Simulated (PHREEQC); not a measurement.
## Alkaline etch or developer: an equilibrium model

Consider water at 25 °C with 0.54 mol LiOH and 0.0014 mol K2SiO3 per kg of water. Closed to the air; pH follows from the charge balance.

Model: Pitzer model, pitzer.dat, run in PHREEQC.

```json
{
 "pH": "13.47",
 "ionic_strength": "0.544 mol/kgw",
 "activity_of_water": "0.983",
 "specific_conductance": "89900 µS/cm",
 "density": "1.012 g/cm³",
 "osmotic_coefficient": "0.872",
 "total_alkalinity": "543 meq/kg"
}
```

```tsv
species	molality	activity	log γ
OH-	0.540	0.295	-0.262
Li+	0.540	0.362	-0.174
K+	0.00280	0.00230	-0.086
H2SiO4-2	0.00132	8.58e-5	-1.186
H3SiO4-	8.41e-5	4.25e-5	-0.296
H4SiO4	8.33e-9	9.72e-9	0.067
```

No solid was allowed to form.
